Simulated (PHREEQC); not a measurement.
0.37 g of hydrous ferric oxide (600 m²/g; 0.2 weak and 0.005 strong sites per Fe, Dzombak-Morel constants, diffuse double layer) in 1 kg of water with 0.1 mol/kgw of an inert sodium salt, at 25 °C; the pH is set by adding NaOH or the inert anion's acid. Oxygen is held at 0.21 atm. The system is closed to CO2. Precipitation was switched off in this run.

Base run: PHREEQC, ion-association model, wateq4f.dat. Each further column changes one thing. The table gives surface potential ψ (mV).

```csv
pH,base,background salt from 0.1 to 0.01 mol/kgw,oxide from 0.37 to 1.9 g/kgw,0.0019 mol/kgw NaH2PO4 added
4,146,…,146,14
5.12,123,147,123,…
5.88,98,…,98,-32
7,52,61,52,-58
8.12,0,-1,0,-70
8.88,-37,…,-37,-78
10,-85,-100,-85,-93
```

Fill in the missing entries.


- 4, background salt from 0.1 to 0.01 mol/kgw: 185
- 5.12, 0.0019 mol/kgw NaH2PO4 added: -10
- 5.88, background salt from 0.1 to 0.01 mol/kgw: 116
- 8.88, background salt from 0.1 to 0.01 mol/kgw: -42

 H3PO4, which wateq4f.dat lacks, is added to it with the constant of phreeqc.dat.
